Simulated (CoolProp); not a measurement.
Properties of R236EA along the isotherm 412 K.

Values from CoolProp's reference Helmholtz-energy equation of state, Rui 2013.

```csv
p (bar),phase,Z,Joule-Thomson coefficient (K/MPa)
3.94,gas,0.9590,8.641
7.88,gas,0.9157,9.148
11.8,gas,0.8695,9.751
15.8,gas,0.8182,10.51
19.7,gas,0.7628,11.44
23.6,gas,0.6992,12.68
27.6,gas,0.6199,14.49
31.5,gas,0.5102,17.24
35.4,liquid,0.1969,5.736
39.4,liquid,0.2017,3.255
43.3,liquid,0.2131,2.422
47.3,liquid,0.2263,1.945
51.2,liquid,0.2397,1.637
```
